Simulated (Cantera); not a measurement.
# Thermodynamics of nitride etching, feed Si₃N₄ + HCl + N₂

A closed system holds: 1 mol Si₃N₄, a varied amount of HCl, 6.2 mol N₂, equilibrated at 55.5 Torr.

Method: chemical equilibrium by Gibbs-energy minimisation in Cantera with the NASA 1993 tables (ideal gas, pure condensed phases). Candidate condensed phases: NH₄Cl, Si, Si₃N₄; 28 gas species. The tables' values for SiCl₃ are old estimates. Equilibrium is a limit: real reactors are often held back by kinetics, nucleation or transport.

### Question
Map the stable condensed phases over T = 600, 700, 800, 900, 1000, 1100, 1200, 1300, 1400, 1500, 1600, 1700, 1800, 1900 °C and n(HCl) in mol = 7, 8.7, 11, 13, 17, 21, 26, 32, 40, 50, 62, 78, 97.

### Answer
```
T in °C \ n(HCl) in mol
           7 8.7  11  13  17  21  26  32  40  50  62  78  97
   1900    A   B   B   B   B   B   B   B   B   B   B   B   B
   1800    A   B   B   B   B   B   B   B   B   B   B   B   B
   1700    A   B   B   B   B   B   B   B   B   B   B   B   B
   1600    C   B   B   B   B   B   B   B   B   B   B   B   B
   1500    C   C   B   B   B   B   B   B   B   B   B   B   B
   1400    C   C   C   B   B   B   B   B   B   B   B   B   B
   1300    C   C   C   C   B   B   B   B   B   B   B   B   B
   1200    C   C   C   C   C   B   B   B   B   B   B   B   B
   1100    C   C   C   C   C   C   B   B   B   B   B   B   B
   1000    C   C   C   C   C   C   B   B   B   B   B   B   B
    900    C   C   C   C   C   C   B   B   B   B   B   B   B
    800    C   C   C   C   C   C   B   B   B   B   B   B   B
    700    C   C   C   C   C   C   B   B   B   B   B   B   B
    600    C   C   C   C   C   B   B   B   B   B   B   B   B
```
A: Si; B: gas only; C: Si₃N₄.
